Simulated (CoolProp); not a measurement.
Properties of CH3F (R41) at several states (Tc = 317.3 K, pc = 5.906 MPa, ω = 0.200).

Computed with CoolProp (reference Helmholtz-energy equation of state, Lemmon 2006). It is a short technical equation, of lower accuracy than the large ones.

```csv
T (K),p (MPa),phase,density (kg/m³),cv (kJ/(kg K)),speed of sound (m/s)
267.3,25.4,liquid,772.8,1.188,898.7
281.4,0.0109,gas,0.1587,0.8318,298.1
413.7,0.142,gas,1.410,1.084,351.2
```
